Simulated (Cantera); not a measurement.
Input: 1 mol Ti, 1.7 mol CH₄, held at 4400 Pa.

Cantera equilibrium calculation (NASA polynomials, part measured and part estimated; ideal gas, pure solids and liquids). Candidate condensed phases: C, C₆H₆, C₇H₈, C₈H₁₈, Ti, TiC; 77 gas species. TiC: taken at fixed stoichiometry. The numbers say what is thermodynamically allowed, not how fast it happens.

Question: At 1375 K, list the 3 most abundant gas species with their mole fractions, and the condensed phases.

Answer: H₂ 1.000, CH₄ 0.000219, H 1.63e-5. Condensed: C(graphite) + TiC(s).
